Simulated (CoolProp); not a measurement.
Model: reference Helmholtz-energy equation of state, Lemmon 2006, in CoolProp. It is a short technical equation, of lower accuracy than the large ones.

Task: Give the vapour pressure (bar), liquid density (kg/m³), vapour density (kg/m³), liquid cp (kJ/(kg K)) of saturated carbon monoxide at 76.3 K.

Result: 
```tsv
T (K)	p (bar)	liquid density (kg/m³)	vapour density (kg/m³)	liquid cp (kJ/(kg K))
76.3	0.527	816	2.39	2.14
```
